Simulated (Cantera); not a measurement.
Input (Python, Cantera):

```python
import numpy as np
import cantera as ct

gas = ct.Solution("gri30.yaml")
gas.TPX = 1375, 29000, {'N2O': 1, 'H2': 0.044, 'N2': 0.81}
reactor = ct.IdealGasConstPressureReactor(gas, energy="off", clone=False)
net = ct.ReactorNet([reactor])
net.rtol, net.atol = 1e-08, 1e-18
show = ['N2O', 'H2', 'NO2', 'O2', 'OH', 'N2', 'H2O2']
times = np.geomspace(0.0009, 200, 10)

steps = ct.SolutionArray(gas, extra=["t"])
rows = []
print(f"{'t/s':>10s}{'T/K':>9s}{'P/Pa':>11s}" + "".join(f"{s:>11s}" for s in show))
for t in times:
    while net.time < t:
        t_next = net.step()
        steps.append(gas.state, t=t_next)
    rows.append([np.interp(t, steps.t, y) for y in (steps.T, steps.P, *steps(*show).X.T)])
    print(f"{t:10.3e}{rows[-1][0]:9.1f}{rows[-1][1]:11.4g}" + "".join(f"{x:11.3e}" for x in rows[-1][2:]))
rate = np.gradient(steps.T, steps.t)
print("integrator steps:", len(steps.t))
if steps.T.max() > steps.T[0] + 200:
    print(f"time of steepest temperature rise: {steps.t[rate.argmax()]:.4e} s")
gas.TPX = 1375, 29000, {'N2O': 1, 'H2': 0.044, 'N2': 0.81}
gas.equilibrate("TP")
print(f"equilibrium (TP): T = {gas.T:.1f} K  " + "  ".join(f"{s} {gas[s].X[0]:.3e}" for s in show))
```

Result:

```
       t/s      T/K       P/Pa        N2O         H2        NO2         O2         OH         N2       H2O2
 9.000e-04   1375.0    2.9e+04  5.231e-01  9.364e-03  3.237e-06  4.497e-04  1.539e-04  4.521e-01  8.346e-08
 3.535e-03   1375.0    2.9e+04  5.082e-01  6.043e-04  5.338e-05  2.392e-03  8.781e-05  4.642e-01  4.870e-08
 1.388e-02   1375.0    2.9e+04  4.848e-01  9.864e-07  2.301e-04  9.907e-03  7.478e-05  4.773e-01  2.212e-08
 5.451e-02   1375.0    2.9e+04  4.073e-01  4.021e-07  3.332e-04  3.584e-02  8.114e-05  5.200e-01  1.279e-08
 2.141e-01   1375.0    2.9e+04  2.176e-01  4.229e-07  2.708e-04  9.986e-02  7.871e-05  6.246e-01  9.574e-09
 8.408e-01   1375.0    2.9e+04  3.067e-02  3.224e-07  1.695e-04  1.645e-01  5.578e-05  7.293e-01  5.113e-09
 3.302e+00   1375.0    2.9e+04  2.215e-04  2.959e-08  2.186e-04  1.760e-01  1.480e-05  7.474e-01  4.716e-10
 1.297e+01   1375.0    2.9e+04  8.536e-07  2.572e-08  2.285e-04  1.761e-01  1.357e-05  7.475e-01  4.033e-10
 5.093e+01   1375.0    2.9e+04  8.500e-07  2.572e-08  2.280e-04  1.762e-01  1.357e-05  7.476e-01  4.034e-10
 2.000e+02   1375.0    2.9e+04  8.361e-07  2.570e-08  2.263e-04  1.764e-01  1.358e-05  7.478e-01  4.036e-10
integrator steps: 2193
equilibrium (TP): T = 1375.0 K  N2O 2.119e-08  H2 2.384e-08  NO2 2.662e-06  O2 2.047e-01  OH 1.408e-05  N2 7.758e-01  H2O2 4.341e-10
```

Computed with Cantera and GRI-Mech 3.0 (53 species, 325 reactions). GRI-Mech 3.0 was tuned for natural gas; its chemistry of N2O as a main component is partial and can be far from experiment. The mechanism lacks the step 2 NO + O2 → 2 NO2, which can matter for NO2 below about 1400 K. The temperature is held fixed by assumption; the heat of reaction is taken as removed at once.
